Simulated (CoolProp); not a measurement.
A closed Brayton cycle with carbon dioxide: compressor inlet 331.15 K and 9.7 MPa, high pressure 32.8 MPa, turbine inlet 695 K, compressor efficiency 0.8, turbine efficiency 0.85, recuperator effectiveness 0.95 (on enthalpy, no pinch check). Each further row changes one setting.

Values from CoolProp's reference Helmholtz-energy equation of state, Span 1996.

```csv
case,thermal efficiency (%),net work (kJ/kg),compressor to turbine work,compressor exit (K),turbine exit (K)
as stated,23.6,51.3,0.57,430.3,568.8
turbine inlet 645 K,19.6,39.7,0.64,430.3,523.0
compressor inlet 341.15 K,20.5,42.1,0.65,450.9,568.8
high pressure 27.9 MPa,24.5,48.9,0.54,416.5,585.1
recuperator effectiveness 0.5,17.7,51.3,0.57,430.3,568.8
```
